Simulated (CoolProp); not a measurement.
Ethanol along the isotherm 334.55 °C: density (kg/m³) from the reference equation and from simpler models built on Tc = 241.6 °C, pc = 6.268 MPa, ω = 0.644; each cubic takes its own stable root.

Model: reference Helmholtz-energy equation of state, Schroeder 2014, in CoolProp.

```
p (MPa)          phase   reference  van der Waals  Redlich-Kwong
-------  -------------  ----------  -------------  -------------
1.21               gas       11.33          11.48          11.50
2.41               gas       23.20          23.89          23.96
3.62               gas       35.93          37.70          37.81
4.82               gas       49.43          53.08          53.10
6.03               gas  (withheld)          70.86     (withheld)
7.23     supercritical       80.05          91.67          90.03
8.44     supercritical       97.80          117.2     (withheld)
9.64     supercritical       117.5          147.9          138.2
10.8     supercritical       139.0          180.0          165.2
12.1     supercritical       166.2          210.3          195.9
13.3     supercritical  (withheld)     (withheld)          222.3
14.5     supercritical       223.3     (withheld)          245.5
15.7     supercritical       252.4          259.5          265.4
```

Problem. Fill in the missing entries.

Solution. 
- 6.03, reference: 64.14
- 6.03, Redlich-Kwong: 70.45
- 8.44, Redlich-Kwong: 112.7
- 13.3, reference: 194.0
- 13.3, van der Waals: 231.1
- 14.5, van der Waals: 246.9
